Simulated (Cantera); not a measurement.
Cantera with NASA thermochemical tables; ideal gases at 1 bar, condensed phases pure. Values are per mole of reaction as written; species without (g) are pure solids or liquids, kept so even where they would boil at 1 bar. The tables' values for SiF₂ are old estimates.

3 SiF₄(g) + S ⇌ 3 SiF₂(g) + SF₆(g)

```
T (K)  ΔH° (kJ)  ΔS° (J/K)  ΔG° (kJ)  log10 K
-----  --------  ---------  --------  -------
823         [?]        [?]       [?]      [?]
873         [?]        [?]       [?]      [?]
923      1845.4      152.0    1705.2   -96.50
973         [?]        [?]       [?]      [?]
1023     1843.2      149.7    1690.1   -86.29
```

Task: Some entries are withheld; supply them.

Result: 
- 823, ΔH° (kJ): 1847.7
- 823, ΔS° (J/K): 154.5
- 823, ΔG° (kJ): 1720.5
- 823, log10 K: -109.19
- 873, ΔH° (kJ): 1846.6
- 873, ΔS° (J/K): 153.3
- 873, ΔG° (kJ): 1712.8
- 873, log10 K: -102.48
- 973, ΔH° (kJ): 1844.3
- 973, ΔS° (J/K): 150.8
- 973, ΔG° (kJ): 1697.6
- 973, log10 K: -91.13
